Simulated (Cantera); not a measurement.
A closed system holds: 1 mol Si3N4, 1.2 mol CO2, 760 mol N2, equilibrated at 3.90 Pa.

Method: chemical equilibrium by Gibbs-energy minimisation in Cantera with the NASA 1993 tables (ideal gas, pure condensed phases). Candidate condensed phases: C, Si, SiC, SiO2, Si2N2O, Si3N4; 34 gas species. The numbers say what is thermodynamically allowed, not how fast it happens.

Question: Which condensed phases are stable at each of these points (T (K)): 1623, 1673, 1723, 1773, 1823, 1873, 1923, 1973, 2023, 2073?

Answer: 
```json
[
 {"T (K)": "1623", "condensed phases": "SiC(s)", "Si condensed (%)": "14.5"},
 {"T (K)": "1673", "condensed phases": "gas only", "Si condensed (%)": "0.0"},
 {"T (K)": "1723", "condensed phases": "gas only", "Si condensed (%)": "0.0"},
 {"T (K)": "1773", "condensed phases": "gas only", "Si condensed (%)": "0.0"},
 {"T (K)": "1823", "condensed phases": "gas only", "Si condensed (%)": "0.0"},
 {"T (K)": "1873", "condensed phases": "gas only", "Si condensed (%)": "0.0"},
 {"T (K)": "1923", "condensed phases": "gas only", "Si condensed (%)": "0.0"},
 {"T (K)": "1973", "condensed phases": "gas only", "Si condensed (%)": "0.0"},
 {"T (K)": "2023", "condensed phases": "gas only", "Si condensed (%)": "0.0"},
 {"T (K)": "2073", "condensed phases": "gas only", "Si condensed (%)": "0.0"}
]
```

At 1623 K the condensed part is SiC(s). From 1673 K to 2073 K nothing is condensed.
